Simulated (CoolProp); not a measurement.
Carbon monoxide along the isobar 5.16 MPa: density (kg/m³) from the reference equation and from simpler models built on Tc = 132.9 K, pc = 3.498 MPa, ω = 0.050; each cubic takes its own stable root.

Model: reference Helmholtz-energy equation of state, Lemmon 2006, in CoolProp. It is a short technical equation, of lower accuracy than the large ones.

| T (K) | phase | reference |
|---|---|---|
| 100 | liquid | 725.1 |
| 114.1 | liquid | 651.3 |
| 128.2 | liquid | 551.6 |
| 142.3 | supercritical | 320.6 |
| 156.4 | supercritical | 170.9 |
| 170.5 | supercritical | 133.7 |
| 184.6 | supercritical | 113.5 |
| 198.7 | supercritical | 100.1 |

### Question
How far does each simpler model (van der Waals, Redlich-Kwong) lie from the reference over these 8 states: mean and median of the absolute difference, and the worst?

### Answer
- van der Waals: mean 13.7 %, median 5.9 %, worst -29.6 % at 100 K and 5.16 MPa
- Redlich-Kwong: mean 2.5 %, median 0.8 %, worst -7.2 % at 128.2 K and 5.16 MPa
